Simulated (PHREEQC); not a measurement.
A solution holds 30 mmol/kgw HF and 3 mmol/kgw CsF, at 85 °C. Closed to the air; pH follows from the charge balance.

Equilibrium calculation in PHREEQC: ion-association model, wateq4f.dat.

| quantity | before | after |
|---|---|---|
| pH | 2.83 | 3.00 |
| ionic strength (mol/kgw) | 0.00459 | 0.00630 |
| HF (mol/kgw) | 0.0276 | 0.0258 |
| F- (mol/kgw) | 0.00411 | 0.00568 |
| HF2- (mol/kgw) | 0.000479 | 0.000618 |

Q: What was changed between the two runs?
A. diluted 10-fold with water
B. diluted 2-fold with water
C. HF from 0.03 to 0.003 mol/kgw
D. 0.0022 mol/kgw TMAH added
E. HF left out

A: D, 0.0022 mol/kgw TMAH added

Precipitation was switched off in this run. (CH3)4N+ isn't in the database: it is added as a free cation with an ion size of 4 Å. Away from 25 °C the constants follow the database's enthalpies or fits; those with neither stay at their 25 °C values.
